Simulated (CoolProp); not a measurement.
Dimethyl carbonate along the isobar 20.4 MPa: fugacity coefficient from the reference equation and from simpler models built on Tc = 557.0 K, pc = 4.909 MPa, ω = 0.346; each cubic takes its own stable root.

Values from CoolProp's reference Helmholtz-energy equation of state, Zhou 2011.

```
T (K)          phase  reference
-----  -------------  ---------
334.4         liquid   0.003376
358.5         liquid   0.007695
382.7         liquid    0.01544
406.8         liquid    0.02780
431           liquid    0.04603
455.1         liquid    0.07084
479.3         liquid     0.1029
503.4         liquid     0.1419
527.6         liquid     0.1877
551.7         liquid     0.2389
575.9  supercritical     0.2946
600    supercritical     0.3525
```

How far does each simpler model (van der Waals, Soave-Redlich-Kwong) lie from the reference over these 12 states: mean and median of the absolute difference, and the worst?


- van der Waals: mean 332.4 %, median 133.6 %, worst +1540.1 % at 334.4 K and 20.4 MPa
- Soave-Redlich-Kwong: mean 8.1 %, median 9.0 %, worst +9.6 % at 527.6 K and 20.4 MPa
